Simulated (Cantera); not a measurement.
What does this Cantera script print?

```python
import numpy as np
import cantera as ct

gas_names = """
    HI H I2 H2
""".split()
cond_names = """
    I2(cr) I2(L)
""".split()


def load(file, names, dense=False):
    # The tables refer to 1 bar. Condensed volumes are neglected.
    table = {s.name: s for s in ct.Species.list_from_file(file)}
    out = []
    for n in names:
        d = dict(table[n].input_data)
        d["thermo"] = dict(d["thermo"], **{"reference-pressure": 1e5})
        if dense:
            d["equation-of-state"] = {"model": "constant-volume", "density": "1e6 g/cm^3"}
        out.append(ct.Species.from_dict(d))
    return out


species = {s.name: s for s in load("nasa_gas.yaml", gas_names) + load("nasa_condensed.yaml", cond_names)}
# Each term lists the table entries of one substance; the one whose range holds T is used.
reactions = {
    '2 HI(g) = 2 H(g) + I2(g)':
        [(-2, ['HI']), (2, ['H']), (1, ['I2'])],
    'I2 + H2(g) = 2 HI(g)':
        [(-1, ['I2(cr)', 'I2(L)']), (-1, ['H2']), (2, ['HI'])],
}


def pick(names, T):
    return next(species[n] for n in names if species[n].thermo.min_temp <= T <= species[n].thermo.max_temp)


results = []
for label, terms in reactions.items():
    print(label)
    print("     T/K   dH/kJ  dS/(J/K)   dG/kJ   log10 K")
    for T in [300, 398, 423, 448, 473, 498, 523, 548, 573, 598]:
        used = [(nu, pick(names, T)) for nu, names in terms]
        dH = sum(nu * s.thermo.h(T) for nu, s in used) / 1e6
        dS = sum(nu * s.thermo.s(T) for nu, s in used) / 1e3
        dG = dH - T * dS / 1e3
        logK = -dG * 1e6 / (ct.gas_constant * T * np.log(10))
        results.append((label, T, dH, dS, dG, logK, [s.name for _, s in used]))
        print(f"{T:8g} {dH:8.1f} {dS:8.1f} {dG:8.1f} {logK:8.2f}")
```

Output:

```
2 HI(g) = 2 H(g) + I2(g)
     T/K   dH/kJ  dS/(J/K)   dG/kJ   log10 K
     300    445.7     77.1    422.6   -73.58
     398    447.7     82.8    414.8   -54.43
     423    448.2     84.0    412.7   -50.96
     448    448.7     85.2    410.6   -47.87
     473    449.2     86.2    408.4   -45.10
     498    449.7     87.3    406.3   -42.61
     523    450.2     88.2    404.1   -40.35
     548    450.7     89.1    401.8   -38.30
     573    451.2     90.0    399.6   -36.43
     598    451.6     90.8    397.3   -34.71
I2 + H2(g) = 2 HI(g)
     T/K   dH/kJ  dS/(J/K)   dG/kJ   log10 K
     300     52.7    166.2      2.8    -0.49
     398     34.0    117.1    -12.6     1.66
     423     32.7    114.1    -15.5     1.92
     448     31.5    111.2    -18.3     2.14
     473     30.3    108.5    -21.1     2.33
     498     29.0    106.0    -23.8     2.49
     523     27.8    103.6    -26.4     2.63
     548     26.6    101.3    -28.9     2.76
     573     25.3     99.1    -31.4     2.87
     598     24.1     97.0    -33.9     2.96
```

Source: NASA polynomial tables (part measured, part estimated), evaluated in Cantera. Condensed species are held in their standard states even where they would react or evaporate.
